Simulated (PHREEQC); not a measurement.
Dissolve 33 mmol/kgw Pb(NO3)2, 11 mmol/kgw CuCl2, 2.1 mmol/kgw H2SO4 and 12 mmol/kgw NaCl at 20 °C. Closed to the air; pH follows from the charge balance.

Computed with PHREEQC (ion-association model, wateq4f.dat).

No solid was allowed to form.

Task: Order these S species by the share of S that they hold, largest first: PbSO4, HSO4-, NaSO4-, SO4-2, CuSO4.

Result: PbSO4 (48 %), SO4-2 (36 %), CuSO4 (9.9 %), HSO4- (4.9 %), NaSO4- (0.73 %)

The pH is 2.47 and the ionic strength 0.119 mol/kgw. Saturation is exceeded, for instance for Anglesite; the values hold only as long as no solid forms.
